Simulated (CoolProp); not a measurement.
Aqueous ethanol as a coolant, 53 % by mass, freezing at -39.8 °C, 1 atm.

Model: Melinder's fits for secondary coolants, in CoolProp.

```csv
T (°C),viscosity (mPa s),Prandtl number,conductivity (W/(m K)),cp (kJ/(kg K))
-17.9,16.2,181,0.297,3.318
-13.5,12.5,142,0.298,?
-9.1,9.87,?,0.299,3.440
-4.6,7.85,91.6,0.300,3.499
-0.2,6.37,75.2,0.301,3.553
4.2,?,62.5,0.302,3.603
8.7,4.33,52.3,?,3.651
13.1,3.64,44.3,?,3.695
17.5,3.09,37.9,0.305,3.735
22,2.63,32.5,0.305,3.772
26.4,?,28.1,0.306,3.805
30.8,1.96,24.5,0.307,3.833
35.3,1.70,21.3,0.308,3.858
```

### Question
Complete the blanks.

### Answer

- -13.5, cp (kJ/(kg K)): 3.381
- -9.1, Prandtl number: 114
- 4.2, viscosity (mPa s): 5.23
- 8.7, conductivity (W/(m K)): 0.303
- 13.1, conductivity (W/(m K)): 0.304
- 26.4, viscosity (mPa s): 2.26
